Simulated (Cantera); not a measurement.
Cantera run, input and output.

```python
import numpy as np
import cantera as ct

gas = ct.Solution("h2o2.yaml")
gas.TPX = 1425, 1600, {'H2': 0.031, 'O2': 1}
inlet = ct.Reservoir(gas, clone=True)

reactor = ct.IdealGasConstPressureReactor(gas, energy="off", clone=False)
exhaust = ct.Reservoir(gas, clone=True)
tau = [5.8, 2.1, 0.79, 0.29, 0.11, 0.04, 0.015, 0.0055, 0.002, 0.00075][0]
for a, b in ((inlet, reactor), (reactor, exhaust)):
    ct.MassFlowController(a, b, mdot=lambda t: reactor.mass / tau)
net = ct.ReactorNet([reactor])
show = ['H2', 'O2', 'H2O2', 'H', 'OH', 'O', 'H2O']

rows = []
print(f"{'tau/s':>10s}{'T/K':>9s}" + "".join(f"{s:>11s}" for s in show))
for tau in [5.8, 2.1, 0.79, 0.29, 0.11, 0.04, 0.015, 0.0055, 0.002, 0.00075]:
    net.initial_time = 0.0
    net.advance(30 * tau)
    before = gas.X
    net.advance(40 * tau)
    drift = np.max(np.abs(gas.X - before) / (gas.X + 1e-9))
    rows.append([gas.T, *gas[show].X, drift])
    print(f"{tau:10.3e}{gas.T:9.1f}" + "".join(f"{x:11.3e}" for x in gas[show].X))
```

It prints:

```
     tau/s      T/K         H2         O2       H2O2          H         OH          O        H2O
 5.800e+00   1425.0  2.843e-05  9.675e-01  1.114e-08  3.469e-05  1.040e-03  1.484e-03  2.993e-02
 2.100e+00   1425.0  5.302e-05  9.659e-01  1.537e-08  9.101e-05  1.431e-03  2.825e-03  2.966e-02
 7.900e-01   1425.0  9.398e-05  9.634e-01  2.006e-08  2.187e-04  1.910e-03  5.074e-03  2.927e-02
 2.900e-01   1425.0  1.616e-04  9.595e-01  2.500e-08  4.896e-04  2.486e-03  8.682e-03  2.871e-02
 1.100e-01   1425.0  2.581e-04  9.545e-01  2.924e-08  9.239e-04  3.060e-03  1.323e-02  2.803e-02
 4.000e-02   1425.0  4.040e-04  9.495e-01  3.276e-08  1.470e-03  3.581e-03  1.783e-02  2.726e-02
 1.500e-02   1425.0  6.507e-04  9.462e-01  3.599e-08  1.927e-03  4.001e-03  2.070e-02  2.651e-02
 5.500e-03   1425.0  1.213e-03  9.450e-01  4.092e-08  2.289e-03  4.478e-03  2.153e-02  2.550e-02
 2.000e-03   1425.0  2.605e-03  9.457e-01  4.935e-08  2.603e-03  5.167e-03  2.030e-02  2.359e-02
 7.500e-04   1425.0  5.810e-03  9.487e-01  5.893e-08  2.735e-03  5.889e-03  1.696e-02  1.995e-02
```

Cantera simulation using the H2/O2 subset of GRI-Mech 3.0, which has no nitrogen chemistry; the numbers are that mechanism's predictions, not measurements. Radical loss at walls, strong at low pressure, is not modelled.
